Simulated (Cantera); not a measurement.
Premixed flame

A freely propagating, adiabatic, planar premixed flame of CO : H2 : O2 : N2 = 1 : 1.3 : 0.821 : 2.38 (molar parts), equivalence ratio 1.4, unburnt at 473 K and 0.878 atm; mixture-averaged transport, grid criteria slope 0.08 and curve 0.16, no radiation.

Model: GRI-Mech 3.0 (53 species, 325 reactions), integrated in Cantera. Burning velocities carry a grid error of a few per cent, more on coarse grids.

```tsv
z (mm)	T (K)	u (m/s)	x CO	x H2	x O2	x NO	x H2O2	x H
-1.57	473	4.70	0.182	0.236	0.149	<1e-8	<1e-8	<1e-8
-1.05	473	4.70	0.182	0.236	0.149	<1e-8	<1e-8	<1e-8
-0.785	473	4.70	0.182	0.236	0.149	<1e-8	<1e-8	<1e-8
-0.524	473	4.70	0.182	0.236	0.149	<1e-8	<1e-8	<1e-8
-0.262	478	4.74	0.182	0.234	0.150	<1e-8	1.87e-6	8.91e-6
-0.131	686	6.66	0.183	0.209	0.145	<1e-8	3.70e-5	0.00332
0	1191	11.2	0.175	0.122	0.107	6.26e-7	5.50e-6	0.0327
0.131	1546	14.4	0.151	0.0531	0.0470	4.33e-6	2.38e-6	0.0584
0.262	1717	15.8	0.130	0.0448	0.0283	9.25e-6	1.23e-6	0.0600
0.524	1890	17.1	0.114	0.0482	0.0202	1.75e-5	6.07e-7	0.0522
1.05	2056	18.3	0.113	0.0484	0.0162	2.91e-5	3.33e-7	0.0395
2.09	2218	19.5	0.114	0.0459	0.0126	4.63e-5	2.05e-7	0.0272
4.19	2364	20.6	0.113	0.0428	0.00892	7.83e-5	1.44e-7	0.0180
```
x: mole fraction of selected species; z is measured from the peak of heat release.

The laminar burning velocity comes out as 470 cm/s, the thermal thickness is 0.524 mm and the peak x(H2O2) comes out as 3.72e-5. The peak x(H) is 0.0606 and the grid points is 147.
